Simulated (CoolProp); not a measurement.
Saturation properties of n-perfluorobutane.

Values from CoolProp's reference Helmholtz-energy equation of state, Gao 2022.

```json
[
 {"T (°C)": "-62.35", "p (kPa)": "3.650", "liquid cp (kJ/(kg K))": "1.035", "vapour Z": "0.9964"},
 {"T (°C)": "-41.25", "p (kPa)": "14.94", "liquid cp (kJ/(kg K))": "1.057", "vapour Z": "0.9888"},
 {"T (°C)": "-20.25", "p (kPa)": "45.63", "liquid cp (kJ/(kg K))": "1.081", "vapour Z": "0.9737"},
 {"T (°C)": "0.85", "p (kPa)": "113.6", "liquid cp (kJ/(kg K))": "1.109", "vapour Z": "0.9480"},
 {"T (°C)": "21.95", "p (kPa)": "242.1", "liquid cp (kJ/(kg K))": "1.140", "vapour Z": "0.9091"},
 {"T (°C)": "42.95", "p (kPa)": "457.9", "liquid cp (kJ/(kg K))": "1.182", "vapour Z": "0.8544"},
 {"T (°C)": "64.05", "p (kPa)": "795.5", "liquid cp (kJ/(kg K))": "1.245", "vapour Z": "0.7785"},
 {"T (°C)": "85.15", "p (kPa)": "1294", "liquid cp (kJ/(kg K))": "1.381", "vapour Z": "0.6697"},
 {"T (°C)": "106.15", "p (kPa)": "2010", "liquid cp (kJ/(kg K))": "2.220", "vapour Z": "0.4822"}
]
```

It boils at -2.0 °C under 1 atm.
